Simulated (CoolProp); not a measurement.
Vapour-liquid equilibrium of dimethyl ether (1) + n-pentane (2) at -25.35 °C; x and y are mole fractions of (1).

Computed with CoolProp (multi-fluid Helmholtz-energy mixture model, Wu 2011 and Thol 2019; pair parameters Bell 2016).

### Question
Give the bubble pressure and the first vapour's composition at x = 0.35, 0.65, 0.95. Is there an azeotrope?

### Answer
x = 0.35: 0.4777 bar, y = 0.917; x = 0.65: 0.7805 bar, y = 0.968; x = 0.95: 0.9498 bar, y = 0.992. No azeotrope shows between x = 0.05 and 0.95.

The pair parameters rest on a limited set of measurements; away from them the model extrapolates. The gap from Raoult's law changes sign with composition, which may be real or a fault of the pair parameters; it wasn't checked against measurements.
